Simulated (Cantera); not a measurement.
# Thermodynamics of fluorocarbon and chlorocarbon gases, feed CF4 + HCl + H2

Feed: 1 mol CF4, 0.061 mol HCl, 0.047 mol H2, held at 1450 K.

Cantera equilibrium calculation (NASA polynomials, part measured and part estimated; ideal gas, pure solids and liquids). Candidate condensed phases: C, C6H6, C7H8, C8H18; 118 gas species. Gases not in the tables: C2F6 and larger saturated fluorocarbons. Kinetics and transport are ignored.

| P (Pa) | x CF4 | x HF | x Cl | x HCl | x CClF3 | x Cl2 | x CF2 | n C(graphite) |
|---|---|---|---|---|---|---|---|---|
| 1 | 0.807 | 0.131 | 0.0514 | 3.56e-5 | 2.71e-5 | 1.55e-5 | 0.00561 | 0.0366 |
| 5.20 | 0.813 | 0.131 | 0.0513 | 0.000123 | 9.36e-5 | 8.05e-5 | 0.00247 | 0.0376 |
| 27 | 0.816 | 0.131 | 0.0503 | 0.000413 | 0.000316 | 0.000401 | 0.00108 | 0.0380 |
| 140 | 0.818 | 0.131 | 0.0462 | 0.00130 | 0.001000 | 0.00175 | 0.000477 | 0.0378 |
| 720 | 0.823 | 0.130 | 0.0356 | 0.00338 | 0.00264 | 0.00535 | 0.000211 | 0.0369 |
| 3700 | 0.829 | 0.127 | 0.0211 | 0.00673 | 0.00539 | 0.00972 | 9.34e-5 | 0.0352 |
| 19000 | 0.834 | 0.124 | 0.0102 | 0.0108 | 0.00890 | 0.0116 | 4.13e-5 | 0.0330 |
| 100000 | 0.836 | 0.121 | 0.00422 | 0.0151 | 0.0128 | 0.0105 | 1.80e-5 | 0.0307 |
x: gas mole fraction; n: condensed amount in mol.

From 1.00 Pa to 1.00 bar the condensed part is C(graphite). The main C-bearing gas is CF4 throughout.
